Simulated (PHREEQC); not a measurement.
Solution (25 °C): 0.001 mol/kgw CdCl2, 0.00031 mol/kgw Na2SO4, 0.0056 mol/kgw HCl and 0.0045 mol/kgw KCl. Closed to the air; pH follows from the charge balance.

Computed with PHREEQC (ion-association model, wateq4f.dat).

Precipitation was switched off in this run.

Order these S species by the share of S that they hold, largest first: HSO4-, KSO4-, NaSO4-, SO4-2, CdSO4.

SO4-2 (70 %), HSO4- (24 %), CdSO4 (4.6 %), KSO4- (1.4 %), NaSO4- (0.14 %)

The pH is 2.30 and the ionic strength 0.0130 mol/kgw. Species that the database lacks are ignored.
